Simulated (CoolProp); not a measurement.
Vapour-liquid equilibrium of n-decane (1) + n-dodecane (2) at 165 kPa; x and y are mole fractions of (1).

Model: multi-fluid Helmholtz-energy mixture model, Lemmon 2006 and Lemmon 2004; pair parameters Bell 2016, in CoolProp.

### Question
Give the bubble temperature and the first vapour's composition at x = 0.125, 0.575, 0.95. Is there an azeotrope?

### Answer
x = 0.125: 503.8 K, y = 0.240; x = 0.575: 482.1 K, y = 0.769; x = 0.95: 469.0 K, y = 0.980. No azeotrope shows between x = 0.05 and 0.95.

Pair parameters are fitted to limited data, so mixtures are less certain than the pure fluids.
